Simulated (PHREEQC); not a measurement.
Dissolve 0.4 mol ZnCl2, 0.0013 mol CO2 and 0.0002 mol Ba(NO3)2 per kg of water at 20 °C. Closed to the air; pH follows from the charge balance.

Equilibrium calculation in PHREEQC: ion-association model, phreeqc.dat.

No solid was allowed to form.

Question: Order these Cl species by the share of Cl that they hold, largest first: ZnCl2, ZnCl+, ZnCl3-, ZnCl4-2, Cl-.

Answer: Cl- (79 %), ZnCl+ (8.8 %), ZnCl3- (4.5 %), ZnCl4-2 (3.9 %), ZnCl2 (3.4 %)

Question: Order these C species by the share of C that they hold, largest first: CO2, HCO3-, ZnHCO3+.

Answer: CO2 (93 %), ZnHCO3+ (5.6 %), HCO3- (1.0 %)

The pH is 4.16 and the ionic strength 0.967 mol/kgw. Caution: at this ionic strength the ion-association model is outside its range; a Pitzer model would be the better tool where its parameters exist. Species that the database lacks are ignored.
